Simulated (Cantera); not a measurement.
Input: 1 mol SiH₂Cl₂, 0.59 mol O₂, 0.31 mol H₂, 5.1 mol H₂O, held at 750 Torr.

Equilibrium computed with Cantera from the NASA thermochemical tables; the gas is ideal and each condensed phase is pure. Candidate condensed phases: H₂O, Si, SiO₂; 30 gas species. The tables hold silica as quartz up to 1696 K and as liquid above; real silica turns to tridymite and cristobalite and melts near 1996 K. Gases not in the tables: Si(OH)₄. Equilibrium is a limit: real reactors are often held back by kinetics, nucleation or transport.

x: gas mole fraction; n: condensed amount in mol.

| T (°C) | x H₂O | x HCl | x H₂ | x Cl | n SiO₂(α-quartz) | n SiO₂(β-quartz) | n SiO₂(condensed) |
|---|---|---|---|---|---|---|---|
| 452 | 0.578 | 0.270 | 0.152 | <1e-12 | 1.00 | 0 | 0 |
| 552 | 0.578 | 0.270 | 0.152 | … | 1.00 | 0 | 0 |
| 652 | 0.578 | 0.270 | 0.152 | … | 0 | 1.00 | 0 |
| 752 | 0.578 | 0.270 | 0.152 | … | 0 | 1.00 | 0 |
| 852 | 0.578 | 0.270 | 0.152 | … | 0 | 1.00 | 0 |
| 952 | 0.578 | 0.270 | 0.152 | … | 0 | 1.00 | 0 |
| 1052 | 0.578 | 0.270 | 0.152 | … | 0 | 1.00 | 0 |
| 1152 | 0.578 | 0.270 | 0.152 | … | 0 | 1.00 | 0 |
| 1252 | 0.578 | 0.270 | 0.152 | … | 0 | 1.00 | 0 |
| 1352 | 0.578 | 0.270 | 0.152 | … | 0 | 1.00 | 0 |
| 1452 | 0.578 | 0.270 | 0.153 | … | 0 | 0 | 1.000 |
| 1552 | 0.577 | 0.270 | 0.153 | … | 0 | 0 | 1.000 |
| 1652 | 0.577 | 0.269 | 0.153 | … | 0 | 0 | 1.000 |

Q: Complete the blanks.

A: 
- 552, x Cl: 5.59e-12
- 652, x Cl: 1.73e-10
- 752, x Cl: 2.77e-9
- 852, x Cl: 2.73e-8
- 952, x Cl: 1.85e-7
- 1052, x Cl: 9.47e-7
- 1152, x Cl: 3.86e-6
- 1252, x Cl: 1.31e-5
- 1352, x Cl: 3.84e-5
- 1452, x Cl: 9.94e-5
- 1552, x Cl: 0.000232
- 1652, x Cl: 0.000496
